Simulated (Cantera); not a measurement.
A closed system holds: 1 mol Si2H6, 6.9 mol N2O, 62 mol H2, held at 0.260 bar.

These are equilibrium values from Cantera (NASA tables, ideal gas, pure condensed phases), not measurements of a reactor. Candidate condensed phases: H2O, Si, SiO2, Si2N2O, Si3N4; 35 gas species. The feed counts by its element totals alone. The tables hold silica as quartz up to 1696 K and as liquid above; real silica turns to tridymite and cristobalite and melts near 1996 K. Gases not in the tables: Si(OH)4. Kinetics and transport are ignored.

x: gas mole fraction; n: condensed amount in mol.

```
T (K)   x H2    x N2   x H2O     x SiO       x H  n SiO2(β-quartz)  n SiO2(condensed)
-----  -----  ------  ------  --------  --------  ----------------  -----------------
1575   0.864  0.0960  0.0403   1.11e-6   7.57e-5              2.00                  0
1625   0.864  0.0960  0.0403       ___       ___              2.00                  0
1675   0.863  0.0960  0.0403   1.29e-5  0.000212              2.00                  0
1725   0.863  0.0959  0.0404   3.91e-5  0.000338                 0               2.00
1775   0.863  0.0959  0.0404       ___       ___                 0               1.99
1825   0.862  0.0959  0.0406  0.000290  0.000802                 0               1.98
1875   0.861  0.0958  0.0410  0.000720   0.00119                 0               1.95
1925   0.859  0.0957  0.0419   0.00168   0.00174                 0               1.88
1975   0.855  0.0955  0.0438   0.00364   0.00248                 0               1.74
```

Problem. Some entries are withheld; supply them.

Solution. 
- 1625, x SiO: 3.94e-6
- 1625, x H: 0.000129
- 1775, x SiO: 0.000110
- 1775, x H: 0.000527
